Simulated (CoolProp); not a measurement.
Vapour-liquid equilibrium of R125 (1) + R236FA (2) at 4.82 bar; x and y are mole fractions of (1).

Computed with CoolProp (multi-fluid Helmholtz-energy mixture model, Lemmon 2005 and Pan 2012; pair parameters Bell 2016).

```csv
x,"bubble temperature, mixture model (K)","bubble temperature, Raoult's law (K)","y, mixture model","y, Raoult's law"
0.05,311.7,310.8,0.159,0.197
0.125,305.0,303.5,0.351,0.411
0.2,299.1,297.4,0.498,0.560
0.275,293.8,292.1,0.611,0.668
0.35,289.1,287.5,0.699,0.747
0.425,284.9,283.4,0.767,0.808
0.5,281.1,279.8,0.822,0.854
0.575,277.7,276.6,0.865,0.891
0.65,274.6,273.7,0.900,0.920
0.725,271.8,271.1,0.929,0.944
0.8,269.2,268.7,0.953,0.963
0.875,266.8,266.4,0.973,0.979
0.95,264.5,264.4,0.990,0.992
```

The largest gap from Raoult's law is +1.7 K in bubble temperature, at x = 0.275. No azeotrope shows between x = 0.05 and 0.95.

The pair parameters rest on a limited set of measurements; away from them the model extrapolates.
